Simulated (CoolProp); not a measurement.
Saturated liquid density (kg/m³) of hydrogen chloride: the reference equation beside estimates from Tc = 324.7 K, pc = 83.14 bar, ω = 0.130.

The numbers come from the reference Helmholtz-energy equation of state, Thol 2018 in CoolProp.

| T (K) | reference | van der Waals | Redlich-Kwong | Soave-Redlich-Kwong |
|---|---|---|---|---|
| 237.8 | 1050 | 622.2 | 895.9 | ___ |
| 242.8 | 1035 | 612.9 | 879.2 | 895.7 |
| 247.9 | 1018 | 603.0 | 861.5 | 878.5 |
| 252.9 | 1002 | 593.0 | 843.5 | 861.0 |
| 258 | 984.3 | 582.4 | 824.5 | 842.2 |
| 263 | 966.5 | 571.6 | 804.9 | 822.9 |
| 268.1 | 947.5 | 560.1 | 784.1 | 802.2 |
| 273.1 | ___ | 548.2 | 762.8 | 780.8 |
| 278.1 | 907.4 | 535.7 | 740.3 | 758.2 |
| 283.2 | 885.2 | 522.3 | 716.1 | 733.8 |
| 288.2 | 861.8 | 508.2 | 690.9 | 708.1 |
| 293.3 | 836.1 | 492.9 | 663.5 | 680.0 |
| 298.3 | 808.4 | ___ | 634.4 | 650.1 |
| 303.4 | 776.9 | 458.1 | ___ | 616.5 |
| 308.4 | 741.4 | 437.9 | 566.5 | 579.5 |

What belongs in the gaps?


- 237.8, Soave-Redlich-Kwong: 911.9
- 273.1, reference: 928.0
- 298.3, van der Waals: 476.5
- 303.4, Redlich-Kwong: 602.0

Absolute difference from the reference over all 15 rows, mean and median: van der Waals 40.9 and 40.9 %, Redlich-Kwong 18.3 and 17.8 %, Soave-Redlich-Kwong 16.5 and 15.9 %.
